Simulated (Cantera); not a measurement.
## Thermodynamics of tantalum, niobium, vanadium and zirconium in process gases, feed Zr + O2 + N2

A closed system holds: 1 mol Zr, a varied amount of O2, 2.8 mol N2, equilibrated at 1700 K and 0.000260 bar.

Cantera equilibrium calculation (NASA polynomials, part measured and part estimated; ideal gas, pure solids and liquids). Candidate condensed phases: Zr, ZrN, ZrO2; 13 gas species. Mutual solubility and eutectic melting of coexisting phases are not modelled. ZrN: taken at fixed stoichiometry. Condensed phases not in the tables: solid solutions among these carbides, nitrides and lower oxides. The numbers say what is thermodynamically allowed, not how fast it happens.

```tsv
n(O2) (mol)	log p N2	log p O2	log p NO	log p O	log p NO2	log p N2O	log p ZrO	n ZrN(s)	n ZrO2(tetragonal)
0.57	-3.59	<-15	-13.63	-14.04	<-15	<-15	-12.43	0.430	0.570
0.79	-3.59	<-15	-13.63	-14.04	<-15	<-15	-12.43	0.210	0.790
1	-3.59	<-15	-13.10	-13.51	<-15	<-15	-12.96	0	1.00
1.2	-3.62	-4.77	-6.34	-6.73	-10.89	-12.33	<-15	0	1.00
1.4	-3.64	-4.49	-6.22	-6.60	-10.63	-12.22	<-15	0	1.00
1.7	-3.68	-4.29	-6.13	-6.49	-10.44	-12.16	<-15	0	1.00
1.9	-3.71	-4.20	-6.10	-6.45	-10.37	-12.14	<-15	0	1.00
2.1	-3.73	-4.14	-6.08	-6.42	-10.31	-12.13	<-15	0	1.00
2.3	-3.75	-4.09	-6.07	-6.39	-10.27	-12.12	<-15	0	1.00
```
log p: log10 of the partial pressure in bar; n: condensed amount in mol.

From 0.57 mol O2 to 0.79 mol O2 the condensed part is ZrN(s) + ZrO2(tetragonal). From 1 mol O2 to 2.3 mol O2 the condensed part is ZrO2(tetragonal).
